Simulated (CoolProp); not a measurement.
Vapour-liquid equilibrium of R125 (1) + R152A (2) at 226.9 K; x and y are mole fractions of (1).

The numbers come from the multi-fluid Helmholtz-energy mixture model, Lemmon 2005 and Outcalt 1996; pair parameters Bell 2016 in CoolProp.

| x | bubble pressure (bar) | y at the bubble point | dew pressure at overall composition x (bar) | liquid density (mol/L) |
|---|---|---|---|---|
| 0.05 | 0.3796 | 0.150 | 0.3512 | 15.79 |
| 0.125 | 0.4370 | 0.315 | 0.3720 | 15.49 |
| 0.2 | 0.4911 | 0.438 | 0.3954 | 15.21 |
| 0.275 | 0.5434 | 0.536 | 0.4215 | 14.93 |
| 0.35 | 0.5954 | 0.617 | 0.4511 | 14.67 |
| 0.425 | 0.6480 | 0.687 | 0.4846 | 14.40 |
| 0.5 | 0.7020 | 0.748 | 0.5230 | 14.15 |
| 0.575 | 0.7578 | 0.802 | 0.5673 | 13.90 |
| 0.65 | 0.8158 | 0.849 | 0.6191 | 13.66 |
| 0.725 | 0.8759 | 0.891 | 0.6807 | 13.42 |
| 0.8 | 0.9380 | 0.927 | 0.7559 | 13.18 |
| 0.875 | 1.002 | 0.959 | 0.8517 | 12.94 |
| 0.95 | 1.066 | 0.985 | 0.9827 | 12.71 |

No azeotrope shows between x = 0.05 and 0.95.

Pair parameters are fitted to limited data, so mixtures are less certain than the pure fluids. The gap from Raoult's law changes sign with composition, which may be real or a fault of the pair parameters; it wasn't checked against measurements.
